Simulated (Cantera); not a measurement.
Feed: 1 mol CH3SiCl3, 0.013 mol CH4, 4.3 mol H2, held at 1027 °C and 75.0 Torr.

Equilibrium computed with Cantera from the NASA thermochemical tables; the gas is ideal and each condensed phase is pure. The feed counts by its element totals alone. The tables' values for SiCl3 are old estimates; treat these amounts as uncertain. Kinetics and transport are ignored.

```
species             before     after
----------------  --------  --------
H2                   0.643     0.787
HCl                  0.335     0.127
SiCl4               0.0175    0.0767
SiCl2              0.00137   1.36e-5
CH4               0.000325   0.00591
SiCl3              0.00201  0.000208
SiHCl3             0.00153   0.00335
SiH2Cl2            1.89e-5   1.57e-5
C(graphite), mol     0.172     0.515
SiC(s), mol          0.839     0.458
```
Gas species are given as mole fractions.

Task: Which change was made?
A) temperature from 1027 °C to 1950 °C
B) temperature from 1027 °C to 727 °C
C) CH4 from 0.013 to 0.49 mol
D) H2 from 4.3 to 200 mol

Result: B, temperature from 1027 °C to 727 °C
